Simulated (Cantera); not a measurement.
Input: 1 mol KCl, 3.7 mol HCl, 0.39 mol H2, at 1900 K and 11.0 mbar.

Method: chemical equilibrium by Gibbs-energy minimisation in Cantera with the NASA 1993 tables (ideal gas, pure condensed phases). Kinetics and transport are ignored.

```tsv
species	before	after
HCl	0.707	0.695
KCl	0.195	0.194
H2	0.0819	0.0850
Cl	0.0141	0.0228
K2Cl2	4.33e-5	1.52e-5
K	0.000170	0.000294
H	0.00217	0.00371
```
Gas species are given as mole fractions.

**Question.** Which change was made?
A) H2 from 0.39 to 58 mol
B) temperature from 1900 K to 1675 K
C) temperature from 1900 K to 1123.15 K
D) pressure from 11.0 mbar to 3.90 mbar

**Answer.** D, pressure from 11.0 mbar to 3.90 mbar
